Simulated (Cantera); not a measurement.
Input: 1 mol SiCl₄, 2 mol HCl, 330 mol H₂, equilibrated at 1.00 bar.

These are equilibrium values from Cantera (NASA tables, ideal gas, pure condensed phases), not measurements of a reactor. Candidate condensed phases: Si; 19 gas species. The tables' values for SiCl₃ are old estimates; treat these amounts as uncertain. Gases not in the tables: Si₂H₆ and higher silanes. The numbers say what is thermodynamically allowed, not how fast it happens. All values below are at 1723 K.

Base state: H₂ 0.983, HCl 0.0161, SiCl₂ 0.000910, H 0.000181, SiH₂ 1.67e-5, SiCl₃ 1.06e-5 (mole fractions); condensed: Si(l).

What changes in the equilibrium state with this change: H₂ from 330 to 15 mol?


```csv
species,before,after
H₂,0.983,0.748
HCl,0.0161,0.199
SiCl₂,0.000910,0.0420
SiCl₄,2.33e-7,0.00216
SiCl₃,1.06e-5,0.00696
"Si(l), mol",0.680,0
```
